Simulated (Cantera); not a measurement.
A Cantera script and what it prints.

```python
import numpy as np
import cantera as ct

gas_names = [...]  # 130 gases of nasa_gas.yaml made of C, H, Mg, O, S
cond_names = """
    C(gr) C6H6(L) C7H8(L) C8H18(L),n-octa H2O(s) H2O(L) H2SO4(L) Mg(cr) Mg(L) MgCO3(s) MgO(s) MgO(L)
    MgO2H2(s) MgS(s) MgSO4(s) MgSO4(L) S(cr1) S(cr2) S(L)
""".split()


# ... load() reads the species with a 1 bar reference pressure and builds the phases ...
atoms = {
    'MgSO4': {'Mg': 1, 'S': 1, 'O': 4},
    'C': {'C': 1},
    'H2': {'H': 2},
}
top_T = {'C(gr)': 4500, 'MgS(s)': 2250}  # K; cautious upper limits of use, not melting points


# ... equilibrate(T, P, feed) seeds the gas with the atoms and calls Mixture.equilibrate('TP', solver="vcs", rtol=1e-11, max_steps=5000) ...
results = []
feed = {'MgSO4': 1, 'C': 0.3, 'H2': 0.55}  # mol
T = 1948  # K
for P in [10, 52, 270, 1400, 7200, 37000, 190000, 1000000]:
    mix = equilibrate(T, P, feed)
    results.append((T, P, feed, dict(zip(mix.species_names, mix.species_moles))))

top = {s: max(r[3][s] / sum(r[3][g] for g in gas_names) for r in results) for s in gas_names}
cols = sorted((s for s in top if top[s] > 1e-05), key=lambda s: -top[s])[:8]
seen = [c for c in cond_names if any(r[3].get(c, 0) > 1e-12 for r in results)]
print("log10 of partial pressures in bar; condensed amounts in mol")
print(f"{'P/Pa':>10s}" + "".join(f"{s[:9]:>10s}" for s in cols + seen))
for T, P, feed, n in results:
    ng = sum(n[g] for g in gas_names)
    print(f"{P:10.4g}" + "".join(f"{np.log10(max(n[s] / ng * P / 1e5, 1e-99)):10.3f}" for s in cols)
          + "".join(f"{n.get(c, 0):10.4g}" for c in seen))
```

It prints:

```
log10 of partial pressures in bar; condensed amounts in mol
      P/Pa       SO2       H2O       CO2        CO        H2        SO        O2         H    MgO(s)
        10    -4.318    -4.631    -5.009    -5.257    -5.521    -5.532    -5.649    -5.708    0.9818
        52    -3.579    -3.870    -4.234    -4.612    -4.891    -4.923    -5.388    -5.392    0.9974
       270    -2.855    -3.137    -3.494    -3.942    -4.227    -4.269    -5.250    -5.061    0.9996
      1400    -2.138    -2.416    -2.770    -3.245    -3.533    -3.578    -5.197    -4.713    0.9999
      7200    -1.426    -1.701    -2.053    -2.549    -2.840    -2.889    -5.152    -4.367         1
   3.7e+04    -0.716    -0.986    -1.329    -1.877    -2.177    -2.230    -5.048    -4.035         1
   1.9e+05    -0.006    -0.269    -0.597    -1.243    -1.557    -1.617    -4.854    -3.725         1
     1e+06     0.714     0.458     0.147    -0.633    -0.965    -1.032    -4.584    -3.429         1
```

Method: chemical equilibrium by Gibbs-energy minimisation in Cantera with the NASA 1993 tables (ideal gas, pure condensed phases).
